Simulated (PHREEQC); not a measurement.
Solution (25 °C): 0.0054 mol/kgw HF, 0.11 mol/kgw (NH4)2SiF6, 0.0015 mol/kgw H3PO4 and 5.8e-05 mol/kgw H2SO4. Closed to the air; pH follows from the charge balance.

All values are PHREEQC results (ion-association model, phreeqc.dat), not measurements.

| Property | Result |
|---|---|
| pH | 2.63 |
| ionic strength | 0.333 mol/kgw |
| activity of water | 0.994 |
| density | 1.008 g/cm³ |
| total alkalinity | -447 meq/kg |

```json
[
 {"species": "NH4+", "molality": "0.220", "activity": "0.139", "log γ": "-0.200"},
 {"species": "SiF6-2", "molality": "0.110", "activity": "0.0273", "log γ": "-0.604"},
 {"species": "HF", "molality": "0.00417", "activity": "0.00450", "log γ": "0.033"},
 {"species": "H+", "molality": "0.00303", "activity": "0.00236", "log γ": "-0.109"},
 {"species": "F-", "molality": "0.00191", "activity": "0.00127", "log γ": "-0.177"},
 {"species": "H2PO4-", "molality": "0.00122", "activity": "0.000872", "log γ": "-0.145"},
 {"species": "H3PO4", "molality": "0.000280", "activity": "0.000303", "log γ": "0.033"},
 {"species": "H4SiO4", "molality": "0.000124", "activity": "0.000134", "log γ": "0.033"},
 {"species": "SO4-2", "molality": "3.48e-5", "activity": "8.40e-6", "log γ": "-0.618"}
]
```

No solid was allowed to form. The solution is supersaturated, for example in Quartz (slow to form), so a real one may precipitate; this is no full list. SiF6-2 is the database's only silicon fluoride.
